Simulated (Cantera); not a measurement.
A perfectly stirred reactor is fed with CO : H2 : O2 : N2 = 1 : 1 : 0.667 : 3.87 (molar parts), at 7500 Torr; it is adiabatic with a 425 K inlet, and is followed from long to short residence time, starting on the burning branch (τ in s: 0.063, 0.026, 0.011, 0.0047, 0.002, 0.00084, 0.00035, 0.00015, 6.3e-05, 2.7e-05).

Model: GRI-Mech 3.0 (53 species, 325 reactions), integrated in Cantera. The hydrogen kinetics of GRI-Mech 3.0 are dated; newer H2 mechanisms differ, most at raised pressure.

Question: What does this change do: pressure from 7500 Torr to 760 Torr?

Answer: 
| quantity | before | after |
|---|---|---|
| blow-out, bracketed by the residence times tried | burning at 27.0 µs, the shortest tried | burning at 63.0 µs, out at 27.0 µs |
| x(CO) at τ = 63.0 ms | 0.0841 | 0.0837 |
| x(H2) at τ = 63.0 ms | 0.0293 | 0.0293 |
| x(O2) at τ = 63.0 ms | 3.92e-5 | 0.000228 |
| x(HO2) at τ = 63.0 ms | 2.78e-8 | 1.00e-7 |
| x(O) at τ = 63.0 ms | 1.32e-6 | 8.84e-5 |
| x(CO) at τ = 0.840 ms | 0.0845 | 0.0845 |
| x(H2) at τ = 0.840 ms | 0.0293 | 0.0317 |
| x(O2) at τ = 0.840 ms | 0.000536 | 0.00487 |
| x(HO2) at τ = 0.840 ms | 1.45e-6 | 2.27e-6 |
| x(O) at τ = 0.840 ms | 6.94e-5 | 0.00245 |

Question: What does this change do: inlet temperature 425 to 625 K?

Answer: 
```csv
quantity,before,after
"blow-out, bracketed by the residence times tried","burning at 27.0 µs, the shortest tried","burning at 27.0 µs, the shortest tried"
x(CO) at τ = 63.0 ms,0.0841,0.0858
x(H2) at τ = 63.0 ms,0.0293,0.0276
x(O2) at τ = 63.0 ms,3.92e-5,3.06e-5
x(HO2) at τ = 63.0 ms,2.78e-8,1.62e-8
x(O) at τ = 63.0 ms,1.32e-6,3.08e-6
x(CO) at τ = 0.840 ms,0.0845,0.0863
x(H2) at τ = 0.840 ms,0.0293,0.0277
x(O2) at τ = 0.840 ms,0.000536,0.000547
x(HO2) at τ = 0.840 ms,1.45e-6,1.06e-6
x(O) at τ = 0.840 ms,6.94e-5,0.000101
```
